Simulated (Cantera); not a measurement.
Low-pressure radical oxidation in H2/O2

An isothermal, constant-pressure homogeneous reactor starts with 0.990 % H₂, 99.0 % O₂, at 1098 K and 18.8 Torr.

Detailed kinetics in Cantera: GRI-Mech 3.0 (53 species, 325 reactions). Radical loss at walls, strong at low pressure, is not modelled.

```csv
t (s),x H₂,x O₂,x O,x H₂O,x HO₂
0.000100,0.00990,0.990,1.40e-10,2.37e-11,2.06e-10
0.000285,0.00990,0.990,7.06e-10,3.08e-10,5.90e-10
0.000811,0.00990,0.990,5.37e-9,4.59e-9,1.72e-9
0.00231,0.00990,0.990,2.89e-7,3.26e-7,8.65e-9
0.00658,0.00442,0.986,0.00352,0.00446,4.42e-6
0.0187,3.60e-5,0.984,0.00530,0.00951,2.23e-6
0.0534,1.56e-5,0.988,0.00236,0.00973,1.53e-6
0.152,3.93e-6,0.989,0.000608,0.00986,7.57e-7
0.433,6.69e-7,0.990,0.000108,0.00992,2.63e-7
1.23,1.04e-7,0.990,1.75e-5,0.00994,6.98e-8
3.51,1.83e-8,0.990,3.19e-6,0.00994,1.68e-8
10.0,3.93e-9,0.990,7.08e-7,0.00995,4.41e-9
```
x: mole fraction; the columns are a selection and need not sum to one.

Equilibrium at this temperature and pressure: H₂ 7.98e-11, O₂ 0.990, O 1.50e-8, H₂O 0.00995, HO₂ 1.56e-9 (gas phase only).
